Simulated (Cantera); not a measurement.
# Premixed flame

A freely propagating, adiabatic, planar premixed flame of 4.32 % CH₄, 0.778 % C₂H₆, 2.85 % C₃H₈, 23.3 % O₂, 60.5 % N₂, 8.21 % H₂O, equivalence ratio 1.1, unburnt at 350 K and 3.70 bar; mixture-averaged transport, grid criteria slope 0.08 and curve 0.16, no radiation.

Detailed kinetics in Cantera: GRI-Mech 3.0 (53 species, 325 reactions). GRI-Mech 3.0 was tuned for natural gas; its chemistry of propane as a main component is partial and can be far from experiment. Burning velocities carry a grid error of a few per cent, more on coarse grids.

```json
[
 {"z (mm)": "-0.296", "T (K)": "350", "u (m/s)": "0.576", "x CH₄": "0.0432", "x C₂H₆": "0.00778", "x C₃H₈": "0.0285", "x H₂O₂": "3.18e-8", "x CO₂": "1.66e-7", "x HO₂": "4.94e-8"},
 {"z (mm)": "-0.197", "T (K)": "351", "u (m/s)": "0.579", "x CH₄": "0.0431", "x C₂H₆": "0.00776", "x C₃H₈": "0.0285", "x H₂O₂": "2.65e-7", "x CO₂": "1.83e-6", "x HO₂": "4.13e-7"},
 {"z (mm)": "-0.148", "T (K)": "356", "u (m/s)": "0.589", "x CH₄": "0.0428", "x C₂H₆": "0.00774", "x C₃H₈": "0.0284", "x H₂O₂": "1.75e-6", "x CO₂": "1.74e-5", "x HO₂": "2.80e-6"},
 {"z (mm)": "-0.0987", "T (K)": "419", "u (m/s)": "0.698", "x CH₄": "0.0412", "x C₂H₆": "0.00760", "x C₃H₈": "0.0280", "x H₂O₂": "1.76e-5", "x CO₂": "0.000350", "x HO₂": "3.62e-5"},
 {"z (mm)": "-0.0494", "T (K)": "917", "u (m/s)": "1.58", "x CH₄": "0.0308", "x C₂H₆": "0.00601", "x C₃H₈": "0.0208", "x H₂O₂": "8.44e-5", "x CO₂": "0.00655", "x HO₂": "0.000341"},
 {"z (mm)": "-0.0247", "T (K)": "1417", "u (m/s)": "2.51", "x CH₄": "0.0197", "x C₂H₆": "0.00326", "x C₃H₈": "0.00740", "x H₂O₂": "5.19e-5", "x CO₂": "0.0176", "x HO₂": "0.000409"},
 {"z (mm)": "0", "T (K)": "1872", "u (m/s)": "3.37", "x CH₄": "0.00642", "x C₂H₆": "0.000271", "x C₃H₈": "0.000170", "x H₂O₂": "4.91e-6", "x CO₂": "0.0359", "x HO₂": "0.000180"},
 {"z (mm)": "0.0247", "T (K)": "2089", "u (m/s)": "3.76", "x CH₄": "0.000695", "x C₂H₆": "1.41e-6", "x C₃H₈": "7.10e-8", "x H₂O₂": "1.29e-6", "x CO₂": "0.0562", "x HO₂": "3.65e-5"},
 {"z (mm)": "0.0494", "T (K)": "2167", "u (m/s)": "3.88", "x CH₄": "3.96e-5", "x C₂H₆": "<1e-8", "x C₃H₈": "<1e-8", "x H₂O₂": "8.03e-7", "x CO₂": "0.0713", "x HO₂": "1.65e-5"},
 {"z (mm)": "0.0987", "T (K)": "2247", "u (m/s)": "3.99", "x CH₄": "1.28e-7", "x C₂H₆": "<1e-8", "x C₃H₈": "<1e-8", "x H₂O₂": "5.97e-7", "x CO₂": "0.0850", "x HO₂": "9.47e-6"},
 {"z (mm)": "0.197", "T (K)": "2329", "u (m/s)": "4.11", "x CH₄": "<1e-8", "x C₂H₆": "<1e-8", "x C₃H₈": "<1e-8", "x H₂O₂": "4.35e-7", "x CO₂": "0.0917", "x HO₂": "5.40e-6"},
 {"z (mm)": "0.395", "T (K)": "2399", "u (m/s)": "4.22", "x CH₄": "<1e-8", "x C₂H₆": "<1e-8", "x C₃H₈": "<1e-8", "x H₂O₂": "3.04e-7", "x CO₂": "0.0953", "x HO₂": "2.84e-6"},
 {"z (mm)": "0.790", "T (K)": "2443", "u (m/s)": "4.28", "x CH₄": "<1e-8", "x C₂H₆": "<1e-8", "x C₃H₈": "<1e-8", "x H₂O₂": "2.13e-7", "x CO₂": "0.0978", "x HO₂": "1.55e-6"}
]
```
x: mole fraction of selected species; z is measured from the peak of heat release.

| Property | Value |
|---|---|
| laminar burning velocity | 57.5 cm/s |
| thermal thickness | 0.0987 mm |
| peak x(H₂O₂) | 8.79e-5 |
| peak x(HO₂) | 0.000409 |
| grid points | 151 |
